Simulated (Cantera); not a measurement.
Standard-state values (1 bar) from the NASA 1993 polynomials, evaluated with Cantera. Values are per mole of reaction as written; species without (g) are pure solids or liquids, kept so even where they would boil at 1 bar.

0.6667 B + Cl2(g) ⇌ 0.6667 BCl3(g)

```json
[
 {"T (K)": "400", "ΔH° (kJ)": "-268.6", "ΔS° (J/K)": "-33.5", "ΔG° (kJ)": "-255.2", "log10 K": "33.33"},
 {"T (K)": "475", "ΔH° (kJ)": "[?]", "ΔS° (J/K)": "[?]", "ΔG° (kJ)": "[?]", "log10 K": "[?]"},
 {"T (K)": "550", "ΔH° (kJ)": "-268.7", "ΔS° (J/K)": "-33.6", "ΔG° (kJ)": "-250.2", "log10 K": "23.76"},
 {"T (K)": "625", "ΔH° (kJ)": "-268.7", "ΔS° (J/K)": "-33.6", "ΔG° (kJ)": "-247.7", "log10 K": "20.70"},
 {"T (K)": "700", "ΔH° (kJ)": "-268.7", "ΔS° (J/K)": "-33.7", "ΔG° (kJ)": "-245.1", "log10 K": "18.29"},
 {"T (K)": "775", "ΔH° (kJ)": "[?]", "ΔS° (J/K)": "[?]", "ΔG° (kJ)": "[?]", "log10 K": "[?]"},
 {"T (K)": "850", "ΔH° (kJ)": "-268.8", "ΔS° (J/K)": "-33.8", "ΔG° (kJ)": "-240.1", "log10 K": "14.75"},
 {"T (K)": "925", "ΔH° (kJ)": "[?]", "ΔS° (J/K)": "[?]", "ΔG° (kJ)": "[?]", "log10 K": "[?]"},
 {"T (K)": "1000", "ΔH° (kJ)": "[?]", "ΔS° (J/K)": "[?]", "ΔG° (kJ)": "[?]", "log10 K": "[?]"}
]
```

Question: Some entries are withheld; supply them.

Answer: 
- 475, ΔH° (kJ): -268.6
- 475, ΔS° (J/K): -33.6
- 475, ΔG° (kJ): -252.7
- 475, log10 K: 27.79
- 775, ΔH° (kJ): -268.8
- 775, ΔS° (J/K): -33.7
- 775, ΔG° (kJ): -242.6
- 775, log10 K: 16.35
- 925, ΔH° (kJ): -268.9
- 925, ΔS° (J/K): -33.9
- 925, ΔG° (kJ): -237.5
- 925, log10 K: 13.41
- 1000, ΔH° (kJ): -268.9
- 1000, ΔS° (J/K): -33.9
- 1000, ΔG° (kJ): -235.0
- 1000, log10 K: 12.28
